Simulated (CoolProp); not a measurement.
The numbers come from the reference Helmholtz-energy equation of state, Lemmon 2006 in CoolProp. It is a short technical equation, of lower accuracy than the large ones.

Q: Give the vapour pressure (MPa), liquid density (kg/m³), enthalpy of vaporisation (kJ/kg), liquid cp (kJ/(kg K)) of saturated carbon monoxide at 74.1, 90.1, 93.4 K.

A: 
```tsv
T (K)	p (MPa)	liquid density (kg/m³)	enthalpy of vaporisation (kJ/kg)	liquid cp (kJ/(kg K))
74.1	0.0390	825	225	2.14
90.1	0.241	755	202	2.19
93.4	0.322	739	197	2.22
```
